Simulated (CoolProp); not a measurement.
Model: reference Helmholtz-energy equation of state, Span 2000, in CoolProp.

Give the vapour pressure (MPa), liquid density (kg/m³), vapour density (kg/m³), enthalpy of vaporisation (kJ/kg) of saturated nitrogen at 94.5, 118.8 K.


```
T (K)  p (MPa)  liquid density (kg/m³)  vapour density (kg/m³)  enthalpy of vaporisation (kJ/kg)
-----  -------  ----------------------  ----------------------  --------------------------------
94.5     0.520                     721                    21.5                               172
118.8     2.36                     538                     114                              98.7
```
